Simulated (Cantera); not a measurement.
A Cantera script and what it prints.

```python
import numpy as np
import cantera as ct

gas_names = """
    H H2 N NH NH2 NH3 N2 N2H2 N2H4 Si SiH SiH2 SiH3 SiH4 SiN Si2 Si2N Si3
""".split()
cond_names = """
    Si(cr) Si(L) Si3N4(a)
""".split()


# ... load() reads the species with a 1 bar reference pressure and builds the phases ...
atoms = {
    'trisilylamine': {'Si': 3, 'N': 1, 'H': 9},
    'NH3': {'N': 1, 'H': 3},
    'H2': {'H': 2},
}
top_T = {'Si3N4(a)': 2400}  # K; cautious upper limits of use, not melting points


# ... equilibrate(T, P, feed) seeds the gas with the atoms and calls Mixture.equilibrate('TP', solver="vcs", rtol=1e-11, max_steps=5000) ...
results = []
feed = {'trisilylamine': 1, 'NH3': 0.23, 'H2': 19}  # mol
T = 1398  # K
P = 100000  # Pa
mix = equilibrate(T, P, feed)
results.append((T, P, feed, dict(zip(mix.species_names, mix.species_moles))))
x = sorted(zip(gas.X, gas.species_names), reverse=True)
print(f"T = {T:g} K  P = {P:g} Pa  gas = {mix.phase_moles(0):.4g} mol")
print("   x: " + "  ".join(f"{s} {v:.3e}" for v, s in x if v > 1e-06))
print("   condensed (mol): " + ("  ".join(f"{mix.phase(i).name} {mix.phase_moles(i):.4g}"
      for i in range(1, mix.n_phases) if mix.phase_moles(i) > 1e-12) or "none"))
```

It prints:

```
T = 1398 K  P = 100000 Pa  gas = 23.85 mol
   x: H2 1.000e+00  N2 5.481e-06  H 4.732e-06
   condensed (mol): Si(cr) 2.078  Si3N4(a) 0.3074
```

These are equilibrium values from Cantera (NASA tables, ideal gas, pure condensed phases), not measurements of a reactor. The feed counts by its element totals alone. Mutual solubility and eutectic melting of coexisting phases are not modelled.
